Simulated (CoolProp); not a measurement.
Vapour pressure (kPa) of CHF3 (R23): the reference equation beside estimates from Tc = 26.1 °C, pc = 4832 kPa, ω = 0.263. Clausius-Clapeyron is anchored at -39.75 °C with a constant enthalpy of vaporisation of 13.91 kJ/mol.

Model: reference Helmholtz-energy equation of state, Penoncello 2003, in CoolProp.

```csv
T (°C),reference,Clausius-Clapeyron,Redlich-Kwong
-59.95,312.6,361.5,488.8
-54.85,[?],[?],592.2
-49.85,481.9,515.6,707.8
-44.75,[?],609.5,841.2
-39.75,713.1,713.1,988.2
-34.65,857.5,831.3,1156
-29.65,1019,960.1,1338
-24.55,1207,1105,1543
-19.55,1415,[?],1764
-14.55,[?],1434,2006
-9.45,1916,1625,2274
-4.45,2208,[?],[?]
0.65,2539,2054,2874
5.65,2899,2292,3206
10.75,3306,2553,3571
```

Task: What belongs in the gaps?

Result: 
- -54.85, reference: 391.1
- -54.85, Clausius-Clapeyron: 434.3
- -44.75, reference: 590.1
- -19.55, Clausius-Clapeyron: 1262
- -14.55, reference: 1649
- -4.45, Clausius-Clapeyron: 1829
- -4.45, Redlich-Kwong: 2559

Absolute difference from the reference over all 15 rows, mean and median: Clausius-Clapeyron 11.6 and 11.0 %, Redlich-Kwong 29.5 and 27.8 %.
